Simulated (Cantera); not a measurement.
## Hydrocarbon pyrolysis for carbon deposition

An isothermal, constant-pressure homogeneous reactor starts with C₂H₆ : N₂ = 1.6 : 30 (molar parts), at 1098 K and 61000 Pa.

Model: GRI-Mech 3.0 (53 species, 325 reactions), integrated in Cantera. GRI-Mech 3.0 stops at C3 and has no aromatics, soot or wall deposition, so with more carbon than oxygen in the feed, carbon stays in small species such as C2H2 where larger ones or solid carbon would form.

| t (s) | x C₂H₆ | x H₂ | x CH₄ | x C₂H₄ | x CH₃ |
|---|---|---|---|---|---|
| 2.00e-6 | 0.0506 | 1.79e-12 | 2.50e-11 | <1e-12 | 7.37e-9 |
| 6.84e-6 | 0.0506 | 1.89e-11 | 2.90e-10 | 1.56e-11 | 2.50e-8 |
| 2.34e-5 | 0.0506 | 5.27e-10 | 3.33e-9 | 5.76e-10 | 8.32e-8 |
| 8.00e-5 | 0.0506 | 2.04e-8 | 3.66e-8 | 2.13e-8 | 2.59e-7 |
| 0.000274 | 0.0506 | 7.16e-7 | 3.51e-7 | 7.26e-7 | 6.58e-7 |
| 0.000936 | 0.0506 | 1.83e-5 | 2.42e-6 | 1.84e-5 | 1.08e-6 |
| 0.00320 | 0.0503 | 0.000258 | 1.45e-5 | 0.000261 | 2.11e-6 |
| 0.0110 | 0.0487 | 0.00170 | 9.01e-5 | 0.00173 | 2.97e-6 |
| 0.0375 | 0.0432 | 0.00671 | 0.000371 | 0.00677 | 2.72e-6 |
| 0.128 | 0.0279 | 0.0208 | 0.00129 | 0.0205 | 2.00e-6 |
| 0.438 | 0.00656 | 0.0412 | 0.00311 | 0.0378 | 8.28e-7 |
| 1.50 | 0.000944 | 0.0487 | 0.00426 | 0.0391 | 2.91e-7 |
| 5.13 | 0.000620 | 0.0520 | 0.00538 | 0.0344 | 2.65e-7 |
| 17.5 | 0.000542 | 0.0524 | 0.00805 | 0.0300 | 3.21e-7 |
| 60.0 | 0.000448 | 0.0478 | 0.0132 | 0.0272 | 3.92e-7 |
x: mole fraction; the columns are a selection and need not sum to one.

Equilibrium at this temperature and pressure: C₂H₆ 4.22e-5, H₂ 0.0203, CH₄ 0.0470, C₂H₄ 0.00591, CH₃ 1.92e-7 (gas phase only).
